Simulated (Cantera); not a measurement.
Gas mixture: 36.5 % NH3, 30.0 % C2H6, 25.8 % N2, 7.73 % CO, at 760 Torr, frozen composition.

Cantera's kinetic-theory transport with the Lennard-Jones parameters of GRI-Mech 3.0, ideal gas; thermal conductivity in the multicomponent form. Polar gases are described roughly by these parameters. The composition is frozen, though it would react at the higher temperatures.

D: mixture-averaged diffusion coefficient of that species in the mixture.

```
T (K)  ρ (kg/m³)  cp (J/kg/K)  μ (µPa s)  λ (mW/m/K)     Pr  D (cm²/s) C2H2  D (cm²/s) CH4  D (cm²/s) H2O
-----  ---------  -----------  ---------  ----------  -----  --------------  -------------  -------------
400        0.750         1766       15.8        37.9  0.736      (withheld)          0.338          0.331
550        0.546         2075       20.7        57.9  0.743      (withheld)          0.601          0.618
700        0.429         2350       25.2        79.1  0.749      (withheld)          0.918          0.979
850        0.353         2576       29.3         100  0.752      (withheld)           1.28           1.41
1000       0.300         2781       33.1         122  0.755      (withheld)           1.70           1.89
1150       0.261         2946       36.7         143  0.756      (withheld)           2.15           2.43
```

Q: What belongs in the gaps?

A: 
- 400, D (cm²/s) C2H2: 0.253
- 550, D (cm²/s) C2H2: 0.454
- 700, D (cm²/s) C2H2: 0.698
- 850, D (cm²/s) C2H2: 0.981
- 1000, D (cm²/s) C2H2: 1.30
- 1150, D (cm²/s) C2H2: 1.65
